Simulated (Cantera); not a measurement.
An isothermal, constant-pressure homogeneous reactor starts with H₂ : O₂ : N₂ = 0.007 : 1 : 0.9 (molar parts), equivalence ratio 0.0035, at 1275 K and 2670 Pa.

Detailed kinetics in Cantera: the H2/O2 subset of GRI-Mech 3.0, which has no nitrogen chemistry. Radical loss at walls, strong at low pressure, is not modelled.

x: mole fraction; the columns are a selection and need not sum to one.

```tsv
t (s)	x H₂	x O₂	x H	x OH	x H₂O
0.000200	0.00367	0.524	5.76e-10	2.42e-9	5.19e-10
0.000436	0.00367	0.524	9.97e-10	6.93e-9	3.22e-9
0.000950	0.00367	0.524	2.79e-9	2.58e-8	2.26e-8
0.00207	0.00367	0.524	2.14e-8	2.21e-7	2.85e-7
0.00451	0.00364	0.524	1.59e-6	1.65e-5	2.36e-5
0.00983	0.000192	0.521	0.000147	0.000613	0.00310
0.0214	1.02e-5	0.521	8.51e-5	0.000350	0.00344
0.0467	…	0.521	…	0.000326	0.00347
0.102	6.68e-6	0.522	4.47e-5	0.000284	0.00350
0.222	4.04e-6	0.523	2.08e-5	0.000221	0.00355
0.483	1.82e-6	0.523	6.27e-6	0.000149	0.00360
1.05	6.27e-7	0.523	1.26e-6	8.76e-5	0.00363
2.29	…	0.523	…	…	0.00365
5.00	5.12e-8	0.523	2.97e-8	2.52e-5	0.00366
```

What belongs in the gaps?


- 0.0467, x H₂: 8.83e-6
- 0.0467, x H: 6.85e-5
- 2.29, x H₂: 1.83e-7
- 2.29, x H: 1.99e-7
- 2.29, x OH: 4.75e-5
